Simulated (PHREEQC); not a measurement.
0.06 g of hydrous ferric oxide (600 m²/g; 0.2 weak and 0.005 strong sites per Fe, Dzombak-Morel constants, diffuse double layer) in 1 kg of water with 0.3 mol/kgw of an inert sodium salt, at 25 °C; the pH is set by adding NaOH or the inert anion's acid. Oxygen alone is held at its pressure in air (log pO2 = -0.68). No CO2 enters from the air. No solid was allowed to form.

Base run: PHREEQC, ion-association model, wateq4f.dat. Each further column changes one thing. The table gives surface charge σ (C/m²).

```
pH       base  background salt from 0.3 to 0.03 mol/kgw  oxide from 0.06 to 0.3 g/kgw  1.7e-05 mol/kgw ZnSO4 added
-----  ------  ----------------------------------------  ----------------------------  ---------------------------
4       0.349                                     0.270                         0.349                        0.314
4.67    0.303                                     0.193                         0.303                        0.279
5.33    0.231                                     0.125                         0.231                        0.220
6       0.154                                     0.074                         0.154                        0.152
6.67    0.091                                     0.040                         0.091                        0.094
7.33    0.044                                     0.018                         0.044                        0.053
8       0.006                                     0.002                         0.006                        0.019
8.67   -0.031                                    -0.012                        -0.031                       -0.016
9.33   -0.074                                    -0.032                        -0.074                       -0.055
10     -0.132                                    -0.062                        -0.132                       -0.105
10.67  -0.205                                    -0.107                        -0.205                       -0.168
11.33  -0.282                                    -0.173                        -0.282                       -0.238
12     -0.339                                    -0.262                        -0.339                       -0.319
```

 In at least one series the solution becomes supersaturated in solids that the run did not let form, among them Zincite(c).
